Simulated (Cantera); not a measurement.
**Titanium nitride, carbide and oxide coatings: Ti(OiPr)4 + C3H8**

Feed: 1 mol Ti(OiPr)4, 0.14 mol C3H8, at 930 Pa.

Method: chemical equilibrium by Gibbs-energy minimisation in Cantera with the NASA 1993 tables (ideal gas, pure condensed phases). Candidate condensed phases: C, C6H6, C7H8, C8H18, H2O, Ti, TiC, TiO, TiO2, Ti2O3, Ti3O5, Ti4O7; 113 gas species. The feed counts by its element totals alone. Mutual solubility and eutectic melting of coexisting phases are not modelled. TiC: taken at fixed stoichiometry. Equilibrium is a limit: real reactors are often held back by kinetics, nucleation or transport.

At 1198 K the condensed part is C(graphite) + TiC(s) + Ti3O5(s). From 1298 K to 1798 K the condensed part is C(graphite) + TiC(s).

```tsv
T (K)	x H2	x CO	x H	x C2H2 (acetylene)	x CH4	x H2O	n C(graphite)	n TiC(s)	n Ti3O5(s)
1198	0.853	0.146	1.82e-6	8.44e-8	0.000109	3.08e-5	9.82	0.0984	0.301
1298	0.784	0.216	9.84e-6	4.38e-7	4.56e-5	1.46e-5	7.42	1.00	0
1398	0.784	0.216	4.35e-5	1.92e-6	2.50e-5	5.95e-6	7.42	1.00	0
1498	0.784	0.216	0.000158	6.91e-6	1.48e-5	2.74e-6	7.42	1.00	0
1598	0.784	0.215	0.000489	2.11e-5	9.41e-6	1.39e-6	7.42	1.00	0
1698	0.783	0.215	0.00133	5.64e-5	6.30e-6	7.65e-7	7.42	1.00	0
1798	0.781	0.215	0.00323	0.000135	4.40e-6	4.50e-7	7.41	1.00	0
```
x: gas mole fraction; n: condensed amount in mol.
